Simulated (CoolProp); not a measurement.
R123 at 293.15 K and 0.0259 MPa is compressed adiabatically to 0.172 MPa with isentropic efficiency 0.8. Each further row changes one setting.

Model: reference Helmholtz-energy equation of state, Younglove 1994, in CoolProp. It is a modified Benedict-Webb-Rubin equation, recast in Helmholtz form.

| case | work (kJ/kg) | final temperature (K) | final density (kg/m³) |
|---|---|---|---|
| as stated | 39.8 | ? | ? |
| efficiency 1 | ? | ? | ? |
| efficiency 0.65 | ? | ? | ? |

### Question
What belongs in the gaps?

### Answer

- as stated, final temperature (K): 353.0
- as stated, final density (kg/m³): 9.35
- efficiency 1, work (kJ/kg): 31.8
- efficiency 1, final temperature (K): 342.4
- efficiency 1, final density (kg/m³): 9.69
- efficiency 0.65, work (kJ/kg): 49.0
- efficiency 0.65, final temperature (K): 365.0
- efficiency 0.65, final density (kg/m³): 9.00
